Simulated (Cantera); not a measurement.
Input (Python, Cantera) and output of one run.

```python
import numpy as np
import cantera as ct

gas_names = [...]  # 109 gases of nasa_gas.yaml made of C, Cl, H, Si
cond_names = """
    C(gr) C6H6(L) C7H8(L) C8H18(L),n-octa Si(cr) Si(L) SiC(b)
""".split()


# ... load() reads the species with a 1 bar reference pressure and builds the phases ...
atoms = {
    'SiCl4': {'Si': 1, 'CL': 4},
    'C3H8': {'C': 3, 'H': 8},
    'H2': {'H': 2},
}
top_T = {'C(gr)': 4500, 'SiC(b)': 3050}  # K; cautious upper limits of use, not melting points


# ... equilibrate(T, P, feed) seeds the gas with the atoms and calls Mixture.equilibrate('TP', solver="vcs", rtol=1e-11, max_steps=5000) ...
results = []
feed = {'SiCl4': 1, 'C3H8': 0.033, 'H2': 3.6}  # mol
T = 2373.15  # K
P = 22000  # Pa
mix = equilibrate(T, P, feed)
results.append((T, P, feed, dict(zip(mix.species_names, mix.species_moles))))
print(gas.report(threshold=1e-05))
for i in range(1, mix.n_phases):
    print(f"{mix.phase(i).name:16s} {mix.phase_moles(i):12.5e} mol")
```

Result:

```
       temperature   2373.2 K
          pressure   22000 Pa
           density   0.033432 kg/m^3
  mean mol. weight   29.984 kg/kmol
   phase of matter   gas

                          1 kg             1 kmol
                     ---------------   ---------------
          enthalpy        7.5644e+05        2.2681e+07  J
   internal energy             98385          2.95e+06  J
           entropy            8979.3        2.6924e+05  J/K
    Gibbs function       -2.0553e+07       -6.1626e+08  J
 heat capacity c_p              1294             38799  J/K
 heat capacity c_v            1016.7             30485  J/K

                      mass frac. Y      mole frac. X     chem. pot. / RT
                     ---------------   ---------------   ---------------
    C2H2,acetylene         0.0008379         0.0009649           -29.693
                CL           0.01387          0.011731           -22.903
                 H        0.00066752          0.019856           -11.182
               HCL           0.44616           0.36694           -34.086
                H2          0.029856           0.44405           -22.365
                Si         0.0021885         0.0023365           -8.0523
              SiC2        0.00025255        0.00014533            -15.38
              SiCL          0.008324         0.0039284           -30.955
             SiCL2            0.4835           0.14646           -53.858
             SiCL3          0.013009         0.0029015           -76.762
             SiCL4        0.00023181        4.0914e-05           -99.665
               SiH        0.00022929        0.00023632           -19.235
            SiHCL3        0.00016258        3.5991e-05           -87.944
              SiH2        8.2892e-05        8.2571e-05           -30.417
               Si2        2.8205e-05        1.5056e-05           -16.105
              Si2C        0.00053759        0.00023642           -19.768
     [  +93 minor]        6.1991e-05         3.396e-05

C(gr)             0.00000e+00 mol
Si(L)             0.00000e+00 mol
SiC(b)            8.44444e-02 mol
```

These are equilibrium values from Cantera (NASA tables, ideal gas, pure condensed phases), not measurements of a reactor. The tables' values for SiCl, SiCl3 are old estimates; treat these amounts as uncertain. Gases not in the tables: Si2H6 and higher silanes.
